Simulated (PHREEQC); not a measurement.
Solution (20 °C): 1.1 mmol/kgw HF, 33 mmol/kgw KF and 1.7 mmol/kgw H2SO4. Closed to the air; pH follows from the charge balance.

Computed with PHREEQC (ion-association model, phreeqc.dat).

```json
[
 {"quantity": "pH", "before": "3.93", "after": "4.07"},
 {"quantity": "ionic strength (mol/kgw)", "before": "0.0345", "after": "0.0355"},
 {"quantity": "F- (mol/kgw)", "before": "0.0293", "after": "0.0305"},
 {"quantity": "HF (mol/kgw)", "before": "0.00393", "after": "0.00296"},
 {"quantity": "SO4-2 (mol/kgw)", "before": "0.00153", "after": "0.00152"},
 {"quantity": "HF2- (mol/kgw)", "before": "0.000424", "after": "0.000332"}
]
```

**Question.** Name the change that produced these shifts.
A) HF replaced by NH4F at the same molality
B) diluted 2-fold with water
C) HF from 0.0011 to 0.011 mol/kgw

**Answer.** A, HF replaced by NH4F at the same molality

No solid was allowed to form.
